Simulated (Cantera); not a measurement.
A Cantera script and what it prints.

```python
import numpy as np
import cantera as ct

gas_names = """
    CL CL2 H HCL H2 Si SiCL SiCL2 SiCL3 SiCL4 SiH SiHCL3 SiH2 SiH2CL2 SiH3 SiH3CL SiH4 Si2 Si3
""".split()
cond_names = """
    Si(cr) Si(L)
""".split()


def load(file, names, dense=False):
    # The tables refer to 1 bar. Condensed volumes are neglected.
    table = {s.name: s for s in ct.Species.list_from_file(file)}
    out = []
    for n in names:
        d = dict(table[n].input_data)
        d["thermo"] = dict(d["thermo"], **{"reference-pressure": 1e5})
        if dense:
            d["equation-of-state"] = {"model": "constant-volume", "density": "1e6 g/cm^3"}
        out.append(ct.Species.from_dict(d))
    return out


gas = ct.Solution(thermo="ideal-gas", species=load("nasa_gas.yaml", gas_names))
cond = {s.name: ct.Solution(thermo="fixed-stoichiometry", species=[s], name=s.name)
        for s in load("nasa_condensed.yaml", cond_names, dense=True)}
atoms = {
    'Si': {'Si': 1},
    'HCl': {'H': 1, 'CL': 1},
    'H2': {'H': 2},
    'Cl2': {'CL': 2},
}
top_T = {}  # K; cautious upper limits of use, not melting points


def equilibrate(T, P, feed):
    n = {}
    for name, mol in feed.items():
        for a, k in atoms[name].items():
            n[a] = n.get(a, 0.0) + k * mol
    gas.TPX = T, P, n
    mass = sum(n.values()) * gas.mean_molecular_weight
    gas.equilibrate("TP")
    valid = [c for c in cond.values() if c.min_temp <= T <= top_T.get(c.name, c.max_temp)]
    mix = ct.Mixture([(gas, mass / gas.mean_molecular_weight)] + [(c, 0.0) for c in valid])
    mix.T, mix.P = T, P
    mix.equilibrate("TP", solver="vcs", rtol=1e-11, max_steps=5000)
    return mix


results = []
feed = {'Si': 1, 'HCl': 1.1, 'H2': 0.26, 'Cl2': 1.5}  # mol
P = 160000  # Pa
for T in [625, 675, 725, 775, 825, 875, 925, 975, 1025, 1075, 1125, 1175, 1225]:
    mix = equilibrate(T, P, feed)
    results.append((T, P, feed, dict(zip(mix.species_names, mix.species_moles))))

top = {s: max(r[3][s] / sum(r[3][g] for g in gas_names) for r in results) for s in gas_names}
cols = sorted((s for s in top if top[s] > 0.0001), key=lambda s: -top[s])[:9]
seen = [c for c in cond_names if any(r[3].get(c, 0) > 1e-12 for r in results)]
print("log10 of partial pressures in bar; condensed amounts in mol")
print(f"{'T/K':>10s}" + "".join(f"{s[:9]:>10s}" for s in cols + seen))
for T, P, feed, n in results:
    ng = sum(n[g] for g in gas_names)
    print(f"{T:10.4g}" + "".join(f"{np.log10(max(n[s] / ng * P / 1e5, 1e-99)):10.3f}" for s in cols)
          + "".join(f"{n.get(c, 0):10.4g}" for c in seen))
```

Result:

```
log10 of partial pressures in bar; condensed amounts in mol
       T/K     SiCL4        H2       HCL    SiHCL3     SiCL3     SiCL2   SiH2CL2
       625    -0.066    -0.185    -1.064    -3.502    -8.534   -14.031    -8.206
       675    -0.066    -0.185    -1.061    -3.072    -7.438   -12.153    -7.286
       725    -0.066    -0.186    -1.056    -2.707    -6.500   -10.545    -6.506
       775    -0.067    -0.187    -1.046    -2.398    -5.690    -9.161    -5.842
       825    -0.069    -0.189    -1.030    -2.136    -4.989    -7.963    -5.277
       875    -0.072    -0.193    -1.008    -1.916    -4.379    -6.924    -4.800
       925    -0.075    -0.197    -0.980    -1.732    -3.846    -6.019    -4.397
       975    -0.079    -0.203    -0.947    -1.578    -3.379    -5.228    -4.057
      1025    -0.085    -0.210    -0.910    -1.450    -2.968    -4.532    -3.770
      1075    -0.091    -0.218    -0.871    -1.343    -2.605    -3.919    -3.528
      1125    -0.098    -0.227    -0.829    -1.257    -2.283    -3.378    -3.326
      1175    -0.108    -0.237    -0.784    -1.189    -2.000    -2.902    -3.161
      1225    -0.120    -0.250    -0.735    -1.140    -1.752    -2.487    -3.035
```

These are equilibrium values from Cantera (NASA tables, ideal gas, pure condensed phases), not measurements of a reactor. The tables' values for SiCl3 are old estimates; treat these amounts as uncertain.
